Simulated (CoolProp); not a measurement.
Vapour-liquid equilibrium of R22 (1) + n-hexane (2) at 172 kPa; x and y are mole fractions of (1).

Values from CoolProp's multi-fluid Helmholtz-energy mixture model, Kamei 1995 and Thol 2019; pair parameters Bell 2016.

| x | bubble temperature, mixture model (K) | bubble temperature, Raoult's law (K) | y, mixture model | y, Raoult's law |
|---|---|---|---|---|
| 0.05 | 323.3 | 328.6 | 0.684 | 0.638 |
| 0.2 | 277.1 | 288.9 | 0.961 | 0.938 |
| 0.35 | 262.6 | 272.1 | 0.985 | 0.978 |
| 0.5 | 256.0 | 262.0 | 0.991 | 0.991 |
| 0.65 | 252.0 | 255.0 | 0.994 | 0.996 |
| 0.8 | 248.8 | 249.7 | 0.997 | 0.998 |
| 0.95 | 245.5 | 245.5 | 0.999 | 1.000 |

The largest gap from Raoult's law is -11.8 K in bubble temperature, at x = 0.2. No azeotrope shows between x = 0.05 and 0.95.

The pair parameters rest on a limited set of measurements; away from them the model extrapolates.
